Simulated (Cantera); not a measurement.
Input (Python, Cantera):

```python
import numpy as np
import cantera as ct

surf = ct.Interface("diamond.yaml", "diamond_100")
gas, bulk = surf.adjacent["gas"], surf.adjacent["diamond"]
k = surf.kinetics_species_index(bulk.species_names[0])
cover = ["c6HH", "c6H*", "c6*H", "c6**", "c6HM", "c6B"]

rows, drift = [], 0.0
print(f"{'P':>10s}{'um/h':>11s}" + "".join(f"{s:>11s}" for s in cover))
for v in [400, 640, 1000, 1700, 2700, 4300, 6900, 11000]:
    T, P, xH, xCH3 = 1275, v, 0.0039, 0.0012
    gas.TPX = T, P, {"H": xH, "CH3": xCH3, "CH4": 0.0042, "H2": 1 - xH - xCH3 - 0.0042}
    surf.TP = bulk.TP = T, P
    surf.coverages = "c6H*:0.1, c6HH:0.9"
    surf.advance_coverages(100.0)
    before = surf.coverages
    surf.advance_coverages(100.0)
    drift = max(drift, np.max(np.abs(surf.coverages - before) / (surf.coverages + 1e-9)))
    rate = surf.net_production_rates[k] * bulk.mean_molecular_weight / bulk.density * 3.6e9
    rows.append([rate, *surf[cover].coverages])
    print(f"{v:10.4g}{rate:11.4e}" + "".join(f"{x:11.3e}" for x in rows[-1][1:]))
```

Result:

```
         P       um/h       c6HH       c6H*       c6*H       c6**       c6HM        c6B
       400 4.5146e-01  4.009e-01  4.600e-02  5.129e-01  3.605e-02  3.431e-04  1.225e-09
       640 8.0530e-01  4.008e-01  4.598e-02  5.126e-01  3.588e-02  5.603e-04  2.185e-09
      1000 1.3860e+00  4.006e-01  4.595e-02  5.123e-01  3.575e-02  8.844e-04  3.761e-09
      1700 2.6682e+00  4.002e-01  4.590e-02  5.116e-01  3.563e-02  1.505e-03  7.240e-09
      2700 4.8288e+00  3.997e-01  4.583e-02  5.108e-01  3.552e-02  2.366e-03  1.310e-08
      4300 9.0408e+00  3.988e-01  4.573e-02  5.095e-01  3.541e-02  3.686e-03  2.453e-08
      6900 1.7701e+01  3.975e-01  4.557e-02  5.075e-01  3.526e-02  5.690e-03  4.803e-08
   1.1e+04 3.5364e+01  3.957e-01  4.536e-02  5.047e-01  3.506e-02  8.537e-03  9.596e-08
```

Model: the Harris–Goodwin 1993 mechanism for the reconstructed diamond (100) surface, integrated in Cantera.
